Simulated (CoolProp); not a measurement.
Properties of hydrogen sulfide along the isotherm 760 K.

The numbers come from the reference Helmholtz-energy equation of state, Lemmon 2006 in CoolProp. It is a short technical equation, of lower accuracy than the large ones.

```json
[
 {"p (MPa)": "0.0711", "phase": "gas", "Z": "0.9999", "cp (kJ/(kg K))": "1.231", "speed of sound (m/s)": "480.9", "expansivity (1/kK)": "1.317", "viscosity (µPa s)": "29.4", "fugacity coefficient": "0.9999"},
 {"p (MPa)": "0.135", "phase": "gas", "Z": "0.9997", "cp (kJ/(kg K))": "1.231", "speed of sound (m/s)": "480.9", "expansivity (1/kK)": "1.318", "viscosity (µPa s)": "29.4", "fugacity coefficient": "0.9997"},
 {"p (MPa)": "0.256", "phase": "gas", "Z": "0.9995", "cp (kJ/(kg K))": "1.232", "speed of sound (m/s)": "481.0", "expansivity (1/kK)": "1.321", "viscosity (µPa s)": "29.4", "fugacity coefficient": "0.9995"},
 {"p (MPa)": "0.485", "phase": "gas", "Z": "0.9991", "cp (kJ/(kg K))": "1.234", "speed of sound (m/s)": "481.0", "expansivity (1/kK)": "1.325", "viscosity (µPa s)": "29.4", "fugacity coefficient": "0.9991"},
 {"p (MPa)": "0.919", "phase": "gas", "Z": "0.9983", "cp (kJ/(kg K))": "[?]", "speed of sound (m/s)": "481.1", "expansivity (1/kK)": "1.333", "viscosity (µPa s)": "29.4", "fugacity coefficient": "0.9983"},
 {"p (MPa)": "1.74", "phase": "gas", "Z": "0.9968", "cp (kJ/(kg K))": "[?]", "speed of sound (m/s)": "481.3", "expansivity (1/kK)": "1.348", "viscosity (µPa s)": "[?]", "fugacity coefficient": "0.9967"},
 {"p (MPa)": "3.3", "phase": "gas", "Z": "0.9942", "cp (kJ/(kg K))": "1.255", "speed of sound (m/s)": "481.9", "expansivity (1/kK)": "1.377", "viscosity (µPa s)": "29.7", "fugacity coefficient": "0.9939"},
 {"p (MPa)": "6.26", "phase": "gas", "Z": "0.9899", "cp (kJ/(kg K))": "1.278", "speed of sound (m/s)": "483.5", "expansivity (1/kK)": "1.430", "viscosity (µPa s)": "30.0", "fugacity coefficient": "0.9890"},
 {"p (MPa)": "11.9", "phase": "supercritical", "Z": "0.9837", "cp (kJ/(kg K))": "[?]", "speed of sound (m/s)": "487.9", "expansivity (1/kK)": "1.526", "viscosity (µPa s)": "30.8", "fugacity coefficient": "0.9807"},
 {"p (MPa)": "22.5", "phase": "supercritical", "Z": "0.9796", "cp (kJ/(kg K))": "[?]", "speed of sound (m/s)": "[?]", "expansivity (1/kK)": "1.675", "viscosity (µPa s)": "32.8", "fugacity coefficient": "0.9690"}
]
```

Task: What belongs in the gaps?

Result: 
- 0.919, cp (kJ/(kg K)): 1.237
- 1.74, cp (kJ/(kg K)): 1.243
- 1.74, viscosity (µPa s): 29.5
- 11.9, cp (kJ/(kg K)): 1.323
- 22.5, cp (kJ/(kg K)): 1.406
- 22.5, speed of sound (m/s): 501.2

Viscosity comes from a separate model (Quiñones-Cisneros 2012).
